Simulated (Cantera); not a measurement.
Input: 1 mol Si, 0.96 mol F₂, 0.2 mol H₂, equilibrated at 402 °C and 0.128 Torr.

Method: chemical equilibrium by Gibbs-energy minimisation in Cantera with the NASA 1993 tables (ideal gas, pure condensed phases). Candidate condensed phases: Si; 25 gas species. The numbers say what is thermodynamically allowed, not how fast it happens.

Base state: SiF₄ 0.704, H₂ 0.293, SiHF₃ 0.00316 (mole fractions); condensed: Si(s).

Q: What changes in the equilibrium state with this change: 0.035 mol HCl added?

A: 
```tsv
species	before	after
SiF₄	0.704	0.678
H₂	0.293	0.306
SiCl₄	0	0.0116
SiHCl₃	0	0.000842
HCl	0	0.000554
SiHF₃	0.00316	0.00314
Si(s), mol	0.519	0.511
```
